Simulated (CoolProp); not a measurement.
The numbers come from the reference Helmholtz-energy equation of state, Gedanitz 2015 in CoolProp.

Task: Give the vapour pressure (kPa), vapour density (kg/m³), surface tension (mN/m), liquid conductivity (mW/(m K)) of saturated cyclopentane at 251.4, 265.6, 294.1 K.

Result: 
| T (K) | p (kPa) | vapour density (kg/m³) | surface tension (mN/m) | liquid conductivity (mW/(m K)) |
|---|---|---|---|---|
| 251.4 | 4.47 | 0.151 | 28.8 | 145 |
| 265.6 | 9.76 | 0.312 | 26.6 | 139 |
| 294.1 | 36.0 | 1.05 | 22.4 | 128 |

Thermal conductivity comes from a separate model (Vassiliou 2015). Surface tension comes from a separate correlation (Mulero 2014).
